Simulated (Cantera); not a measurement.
An isothermal, constant-pressure homogeneous reactor starts with 50.5 % CH4, 49.5 % CO2, at 1525 K and 0.780 bar.

Model: GRI-Mech 3.0 (53 species, 325 reactions), integrated in Cantera.

x: mole fraction; the columns are a selection and need not sum to one.

```tsv
t (s)	x CH4	x CO2	x H2O2	x H2	x C2H6
0.000300	0.505	0.495	<1e-12	0.000132	4.08e-5
0.000854	0.504	0.495	<1e-12	0.000448	0.000223
0.00243	0.502	0.495	<1e-12	0.00167	0.000708
0.00693	0.495	0.493	<1e-12	0.00732	0.00150
0.0197	0.468	0.485	<1e-12	0.0300	0.00149
0.0562	0.407	0.456	<1e-12	0.0839	0.000861
0.160	0.304	0.386	<1e-12	0.154	0.000419
0.456	0.167	0.242	<1e-12	0.196	0.000158
1.30	0.0629	0.109	<1e-12	0.226	3.53e-5
3.70	___	___	<1e-12	___	___
10.5	0.0335	0.0467	<1e-12	0.353	9.90e-6
30.0	___	___	<1e-12	___	___
```

### Question
Fill in the missing entries.

### Answer

- 3.70, x CH4: 0.0389
- 3.70, x CO2: 0.0727
- 3.70, x H2: 0.289
- 3.70, x C2H6: 1.48e-5
- 30.0, x CH4: 0.0266
- 30.0, x CO2: 0.0255
- 30.0, x H2: 0.411
- 30.0, x C2H6: 5.84e-6
